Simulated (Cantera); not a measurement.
Input: 1 mol CuO, 1.4 mol CH₄, 0.014 mol CO, at 35.3 Torr.

Cantera equilibrium calculation (NASA polynomials, part measured and part estimated; ideal gas, pure solids and liquids). Candidate condensed phases: C, C₆H₆, C₇H₈, C₈H₁₈, Cu, CuO, Cu(OH)₂, Cu₂O, H₂O; 113 gas species. Equilibrium is a limit: real reactors are often held back by kinetics, nucleation or transport.

Question: What share of the Cu ends up in condensed phases as a function of T (K), at 1350, 1450, 1550, 1650, 1750, 1850, 1950, 2050, 2150, 2250, 2350?

Answer: 
```csv
T (K),Cu condensed (%),as
1350,100.0,Cu(s)
1450,100.0,Cu(l)
1550,99.8,Cu(l)
1650,99.3,Cu(l)
1750,97.6,Cu(l)
1850,92.1,Cu(l)
1950,76.8,Cu(l)
2050,34.8,Cu(l)
2150,0.0,-
2250,0.0,-
2350,0.0,-
```
